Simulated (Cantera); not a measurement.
A perfectly stirred reactor is fed with CO : H₂ : O₂ : N₂ = 1 : 0.1 : 1.25 : 4.7 (molar parts), equivalence ratio 0.44, at 1.00 bar; it is adiabatic with a 373 K inlet, and is followed from long to short residence time, starting on the burning branch (τ in s: 0.15, 0.041, 0.011, 0.003, 0.00082, 0.00022, 6.1e-05, 1.7e-05, 4.5e-06).

Computed with Cantera and GRI-Mech 3.0 (53 species, 325 reactions).

### Question
What does this change do: inlet temperature 373 to 773 K?

### Answer
```tsv
quantity	before	after
blow-out, bracketed by the residence times tried	burning at 3.00 ms, out at 0.820 ms	burning at 0.220 ms, out at 61.0 µs
x(CO) at τ = 0.150 s	0.00148	0.00241
x(H₂) at τ = 0.150 s	3.14e-5	4.73e-5
x(O₂) at τ = 0.150 s	0.108	0.108
x(NO₂) at τ = 0.150 s	1.45e-7	9.21e-7
x(HO₂) at τ = 0.150 s	1.95e-6	9.89e-7
x(CO) at τ = 0.820 ms	0.142	0.0335
x(H₂) at τ = 0.820 ms	0.0142	0.000589
x(O₂) at τ = 0.820 ms	0.177	0.116
x(NO₂) at τ = 0.820 ms	<1e-12	3.24e-8
x(HO₂) at τ = 0.820 ms	<1e-12	1.31e-5
```

### Question
What does this change do: inlet temperature 373 to 650 K?

### Answer
```json
[
 {"quantity": "blow-out, bracketed by the residence times tried", "before": "burning at 3.00 ms, out at 0.820 ms", "after": "burning at 0.820 ms, out at 0.220 ms"},
 {"quantity": "x(CO) at τ = 0.150 s", "before": "0.00148", "after": "0.00202"},
 {"quantity": "x(H₂) at τ = 0.150 s", "before": "3.14e-5", "after": "4.14e-5"},
 {"quantity": "x(O₂) at τ = 0.150 s", "before": "0.108", "after": "0.108"},
 {"quantity": "x(NO₂) at τ = 0.150 s", "before": "1.45e-7", "after": "4.65e-7"},
 {"quantity": "x(HO₂) at τ = 0.150 s", "before": "1.95e-6", "after": "1.09e-6"},
 {"quantity": "x(CO) at τ = 0.820 ms", "before": "0.142", "after": "0.0338"},
 {"quantity": "x(H₂) at τ = 0.820 ms", "before": "0.0142", "after": "0.000561"},
 {"quantity": "x(O₂) at τ = 0.820 ms", "before": "0.177", "after": "0.118"},
 {"quantity": "x(NO₂) at τ = 0.820 ms", "before": "<1e-12", "after": "2.47e-8"},
 {"quantity": "x(HO₂) at τ = 0.820 ms", "before": "<1e-12", "after": "1.59e-5"}
]
```
